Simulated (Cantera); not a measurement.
A closed system holds: 1 mol Si, 1.3 mol HBr, 1.2 mol Br2, equilibrated at 623 K.

Equilibrium computed with Cantera from the NASA thermochemical tables; the gas is ideal and each condensed phase is pure. Candidate condensed phases: Br2, Si; 19 gas species. The tables' values for SiBr3 are old estimates; treat these amounts as uncertain. Rates play no part.

x: gas mole fraction; n: condensed amount in mol.

```
P (Pa)  x SiBr4   x H2  x SiHBr3     x HBr  x SiH2Br2  x SiBr3  x SiBr2  n Si(s)
------  -------  -----  --------  --------  ---------  -------  -------  -------
1         0.585  0.410   0.00162   0.00352    2.06e-6  1.23e-5  6.71e-6   0.0757
3.60      0.585  0.410   0.00223   0.00255    3.91e-6  8.90e-6  3.54e-6   0.0751
13        0.585  0.410   0.00307   0.00185    7.43e-6  6.46e-6  1.86e-6   0.0745
46        0.584  0.410   0.00421   0.00135    1.40e-5  4.71e-6  9.89e-7   0.0739
170       0.583  0.410         ?         ?          ?  3.39e-6        ?   0.0731
600       0.582  0.409   0.00796  0.000709    5.02e-5  2.47e-6  2.73e-7   0.0721
2200      0.580  0.408    0.0110  0.000511    9.57e-5  1.78e-6  1.43e-7   0.0708
7700      0.578  0.406         ?         ?          ?  1.30e-6        ?   0.0691
28000     0.575  0.404    0.0205  0.000269   0.000337  9.36e-7  3.98e-8   0.0668
100000    0.570  0.401    0.0279  0.000194   0.000629  6.77e-7  2.10e-8   0.0637
```

Complete the blanks.


- 170, x SiHBr3: 0.00582
- 170, x HBr: 0.000973
- 170, x SiH2Br2: 2.68e-5
- 170, x SiBr2: 5.14e-7
- 7700, x SiHBr3: 0.0149
- 7700, x HBr: 0.000373
- 7700, x SiH2Br2: 0.000178
- 7700, x SiBr2: 7.60e-8
